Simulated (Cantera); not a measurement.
What does this Cantera script print?

```python
import numpy as np
import cantera as ct

gas_names = [...]  # 116 gases of nasa_gas.yaml made of C, H, Mg, O
cond_names = """
    C(gr) C6H6(L) C7H8(L) C8H18(L),n-octa H2O(s) H2O(L) Mg(cr) Mg(L) MgCO3(s) MgO(s) MgO(L) MgO2H2(s)
""".split()


# ... load() reads the species with a 1 bar reference pressure and builds the phases ...
atoms = {
    'Mg(OH)2': {'Mg': 1, 'O': 2, 'H': 2},
    'H2': {'H': 2},
    'C': {'C': 1},
}
top_T = {'C(gr)': 4500}  # K; cautious upper limits of use, not melting points


# ... equilibrate(T, P, feed) seeds the gas with the atoms and calls Mixture.equilibrate('TP', solver="vcs", rtol=1e-11, max_steps=5000) ...
results = []
feed = {'Mg(OH)2': 1, 'H2': 0.021, 'C': 0.11}  # mol
P = 133.322  # Pa
for T in [950, 1050, 1150, 1250, 1350, 1450, 1550, 1650, 1750, 1850, 1950, 2050, 2150]:
    mix = equilibrate(T, P, feed)
    results.append((T, P, feed, dict(zip(mix.species_names, mix.species_moles))))

top = {s: max(r[3][s] / sum(r[3][g] for g in gas_names) for r in results) for s in gas_names}
cols = sorted((s for s in top if top[s] > 1e-05), key=lambda s: -top[s])[:5]
seen = [c for c in cond_names if any(r[3].get(c, 0) > 1e-12 for r in results)]
print("log10 of partial pressures in bar; condensed amounts in mol")
print(f"{'T/K':>10s}" + "".join(f"{s[:9]:>10s}" for s in cols + seen))
for T, P, feed, n in results:
    ng = sum(n[g] for g in gas_names)
    print(f"{T:10.4g}" + "".join(f"{np.log10(max(n[s] / ng * P / 1e5, 1e-99)):10.3f}" for s in cols)
          + "".join(f"{n.get(c, 0):10.4g}" for c in seen))
```

Result:

```
log10 of partial pressures in bar; condensed amounts in mol
       T/K       H2O        H2       CO2        CO         H    MgO(s)
       950    -3.028    -3.575    -3.951    -4.751   -11.042         1
      1050    -3.025    -3.586    -3.978    -4.610    -9.884         1
      1150    -3.022    -3.597    -4.007    -4.506    -8.926         1
      1250    -3.019    -3.608    -4.034    -4.428    -8.120         1
      1350    -3.017    -3.617    -4.061    -4.369    -7.432         1
      1450    -3.015    -3.626    -4.086    -4.322    -6.837         1
      1550    -3.013    -3.635    -4.109    -4.285    -6.319         1
      1650    -3.011    -3.642    -4.131    -4.255    -5.863         1
      1750    -3.011    -3.651    -4.150    -4.231    -5.459    0.9999
      1850    -3.011    -3.660    -4.168    -4.213    -5.098    0.9997
      1950    -3.015    -3.671    -4.187    -4.199    -4.776    0.9985
      2050    -3.027    -3.686    -4.210    -4.191    -4.487    0.9938
      2150    -3.058    -3.707    -4.250    -4.191    -4.228    0.9762
```

Cantera equilibrium calculation (NASA polynomials, part measured and part estimated; ideal gas, pure solids and liquids).
